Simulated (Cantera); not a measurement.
Input (Python, Cantera) and output of one run.

```python
import numpy as np
import cantera as ct

gas_names = """
    CL CL2 H HCL H2 N NH NH2 NH3 N2 N2H2 N2H4 Si SiCL SiCL2 SiCL3 SiCL4 SiH SiHCL3 SiH2 SiH2CL2 SiH3
    SiH3CL SiH4 SiN Si2 Si2N Si3
""".split()
cond_names = """
    NH4CL(a) NH4CL(b) Si(cr) Si(L) Si3N4(a)
""".split()


# ... load() reads the species with a 1 bar reference pressure and builds the phases ...
atoms = {
    'SiH2Cl2': {'Si': 1, 'H': 2, 'CL': 2},
    'N2': {'N': 2},
}
top_T = {'Si3N4(a)': 2400}  # K; cautious upper limits of use, not melting points


# ... equilibrate(T, P, feed) seeds the gas with the atoms and calls Mixture.equilibrate('TP', solver="vcs", rtol=1e-11, max_steps=5000) ...
results = []
feed = {'SiH2Cl2': 1, 'N2': 3.5}  # mol
P = 1333.22  # Pa
for T in [1123, 1173, 1223, 1273, 1323, 1373, 1423, 1473, 1523]:
    mix = equilibrate(T, P, feed)
    results.append((T, P, feed, dict(zip(mix.species_names, mix.species_moles))))

top = {s: max(r[3][s] / sum(r[3][g] for g in gas_names) for r in results) for s in gas_names}
cols = sorted((s for s in top if top[s] > 1e-06), key=lambda s: -top[s])[:7]
seen = [c for c in cond_names if any(r[3].get(c, 0) > 1e-12 for r in results)]
print("log10 of partial pressures in bar; condensed amounts in mol")
print(f"{'T/K':>10s}" + "".join(f"{s[:9]:>10s}" for s in cols + seen))
for T, P, feed, n in results:
    ng = sum(n[g] for g in gas_names)
    print(f"{T:10.4g}" + "".join(f"{np.log10(max(n[s] / ng * P / 1e5, 1e-99)):10.3f}" for s in cols)
          + "".join(f"{n.get(c, 0):10.4g}" for c in seen))
```

It prints:

```
log10 of partial pressures in bar; condensed amounts in mol
       T/K        N2       HCL        H2     SiCL2     SiCL4     SiCL3    SiHCL3  Si3N4(a)
      1123    -2.082    -2.468    -2.962    -6.031    -3.269    -5.197    -5.529    0.2679
      1173    -2.082    -2.461    -2.973    -5.483    -3.285    -4.881    -5.429     0.269
      1223    -2.083    -2.457    -2.982    -4.984    -3.306    -4.596    -5.342    0.2695
      1273    -2.083    -2.454    -2.989    -4.531    -3.336    -4.342    -5.269    0.2685
      1323    -2.084    -2.456    -2.992    -4.123    -3.384    -4.123    -5.215    0.2649
      1373    -2.085    -2.463    -2.987    -3.765    -3.467    -3.949    -5.190    0.2569
      1423    -2.086    -2.480    -2.973    -3.464    -3.607    -3.834    -5.209    0.2423
      1473    -2.086    -2.511    -2.944    -3.229    -3.825    -3.794    -5.286    0.2207
      1523    -2.086    -2.557    -2.904    -3.059    -4.127    -3.831    -5.424    0.1944
```

These are equilibrium values from Cantera (NASA tables, ideal gas, pure condensed phases), not measurements of a reactor. N2 is the only nitrogen source here; it is nearly inert below about 1500 K, so the nitride shown seldom forms there in practice. The tables' values for SiCl3 are old estimates; treat these amounts as uncertain.
